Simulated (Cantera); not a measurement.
A freely propagating, adiabatic, planar premixed flame of CH4 : O2 : N2 = 1 : 2 : 9.4 (molar parts), equivalence ratio 1.0, unburnt at 650 K and 4.30 bar; multicomponent transport, grid criteria slope 0.08 and curve 0.16, no radiation.

Cantera simulation using GRI-Mech 3.0 (53 species, 325 reactions); the numbers are that mechanism's predictions, not measurements. Burning velocities carry a grid error of a few per cent, more on coarse grids.

**Question.** Predict: laminar burning velocity; thermal thickness; peak x(CH2CO); peak x(CH2); peak x(C2H6); peak x(HCN).

**Answer.** 
```json
{
 "laminar_burning_velocity": "60.5 cm/s",
 "thermal_thickness": "0.147 mm",
 "peak x(CH2CO)": "0.000173",
 "peak x(CH2)": "3.42e-5",
 "peak x(C2H6)": "0.000790",
 "peak x(HCN)": "4.51e-6"
}
```
